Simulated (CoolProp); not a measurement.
A closed Brayton cycle with dry air: compressor inlet 314.15 K and 0.13 MPa, high pressure 0.396 MPa, turbine inlet 965 K, compressor efficiency 0.85, turbine efficiency 0.85, recuperator effectiveness 0 (on enthalpy, no pinch check). Each further row changes one setting.

Model: reference Helmholtz-energy equation of state, Lemmon 2000, in CoolProp. It is a pseudo-pure fit of the blend.

| case | thermal efficiency (%) | net work (kJ/kg) | compressor to turbine work | compressor exit (K) | turbine exit (K) |
|---|---|---|---|---|---|
| as stated | 16.1 | 89.1 | 0.61 | 451.7 | 760.0 |
| turbine inlet 915 K | 15.5 | 77.0 | 0.64 | 451.7 | ? |
| compressor inlet 324.15 K | 15.7 | 84.7 | ? | 465.8 | 760.0 |
| high pressure 0.337 MPa | ? | 83.0 | 0.58 | 429.1 | 786.6 |
| recuperator effectiveness 0.5 | 22.8 | 89.1 | 0.61 | 451.7 | 760.0 |

Question: What belongs in the gaps?

Answer: 
- turbine inlet 915 K, turbine exit (K): 719.0
- compressor inlet 324.15 K, compressor to turbine work: 0.63
- high pressure 0.337 MPa, thermal efficiency (%): 14.4
